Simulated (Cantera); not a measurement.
A closed system holds: 1 mol CH4, 0.68 mol H2O, equilibrated at 1650 K.

These are equilibrium values from Cantera (NASA tables, ideal gas, pure condensed phases), not measurements of a reactor. Candidate condensed phases: C, C6H6, C7H8, C8H18, H2O; 110 gas species. The ideal-gas law is rough above about 30 bar. Kinetics and transport are ignored.

x: gas mole fraction; n: condensed amount in mol.

| P (Pa) | x H2 | x CO | x CH4 | x H2O | x H | n C(graphite) |
|---|---|---|---|---|---|---|
| 10 | 0.790 | 0.202 | 8.30e-8 | 1.02e-8 | 0.00808 | 0.320 |
| 56 | 0.795 | 0.202 | 4.70e-7 | 5.78e-8 | 0.00342 | 0.320 |
| 320 | 0.796 | 0.202 | 2.70e-6 | 3.32e-7 | 0.00143 | 0.320 |
| 1800 | 0.797 | 0.202 | ___ | ___ | ___ | 0.320 |
| 10000 | 0.797 | 0.202 | ___ | ___ | ___ | 0.320 |
| 56000 | 0.797 | 0.202 | 0.000473 | 5.81e-5 | 0.000108 | 0.318 |
| 320000 | 0.794 | 0.203 | 0.00268 | 0.000331 | 4.53e-5 | 0.312 |
| 1800000 | 0.780 | 0.204 | 0.0145 | 0.00184 | 1.89e-5 | 0.278 |
| 10000000 | 0.714 | 0.207 | 0.0678 | 0.00952 | 7.68e-6 | 0.139 |

Question: What belongs in the gaps?

Answer: 
- 10000, x CH4: 8.45e-5
- 10000, x H2O: 1.04e-5
- 10000, x H: 0.000257
- 1800, x CH4: 1.52e-5
- 1800, x H2O: 1.87e-6
- 1800, x H: 0.000605
